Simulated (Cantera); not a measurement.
An isothermal plug-flow reactor at 550 K and 0.750 atm (inlet), inlet velocity 2.3 m/s, active area per volume 3400 1/m; feed H₂ : O₂ : N₂ : H₂O = 0.015 : 0.026 : 0.79 : 0.0075 (molar parts), equivalence ratio 0.29.

Detailed kinetics in Cantera: Deutschmann's 1995 Pt surface mechanism with GRI-Mech 3.0 gas chemistry. Catalytic surfaces can have several steady states; this one follows from the mechanism file's or the stated starting coverage. Mass transfer to the wall is taken as infinitely fast.

Question: What does this change do: inlet velocity 2.3 to 1.1 m/s?

Answer: 
```csv
quantity,before,after
x(H₂) at z = 0.0032 m,0.000107,5.06e-5
x(O₂) at z = 0.0032 m,0.0223,0.0223
x(H₂O) at z = 0.0032 m,0.0270,0.0270
θ(free Pt) at the exit,0.00745,0.00359
θ(O*) at the exit,0.984,0.990
θ(OH*) at the exit,0.00869,0.00605
```
